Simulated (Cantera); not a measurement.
An isothermal, constant-pressure homogeneous reactor starts with 2.71 % H₂, 75.4 % O₂, 21.9 % N₂, at 1325 K and 0.0400 bar.

Cantera simulation using the H2/O2 subset of GRI-Mech 3.0, which has no nitrogen chemistry; the numbers are that mechanism's predictions, not measurements. Radical loss at walls, strong at low pressure, is not modelled.

One state of this run: x H₂ = 8.02e-7; x O₂ = 0.751; x H₂O = 0.0275; x HO₂ = 8.09e-8; x H₂O₂ = 5.85e-9; x H = 2.69e-7; x OH = 0.000137. x: mole fraction; the columns are a selection and need not sum to one.

Problem. Which value of t (s) does it belong to?
A) 1.04
B) 0.537
C) 0.000746
D) 0.000200

Solution. B, 0.537
